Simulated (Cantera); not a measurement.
Feed: 1 mol CH₃OH, 1.1 mol O₂, 0.58 mol N₂, equilibrated at 600 °C and 0.00110 bar.

Method: chemical equilibrium by Gibbs-energy minimisation in Cantera with the NASA 1993 tables (ideal gas, pure condensed phases). Kinetics and transport are ignored.

```tsv
species	before	after
H₂O	0.378	0.453
N₂	0.162	0.162
CO₂	0.237	0.161
H₂	0.181	0.104
CO	0.0425	0.119
H	<1e-9	0.000868
OH	<1e-9	0.000169
```
Gas species are given as mole fractions.

**Question.** Name the change that produced these shifts.
A) temperature from 600 °C to 1375 °C
B) O₂ from 1.1 to 0.014 mol
C) temperature from 600 °C to 2575 °C
D) pressure from 0.00110 bar to 9.70 bar

**Answer.** A, temperature from 600 °C to 1375 °C
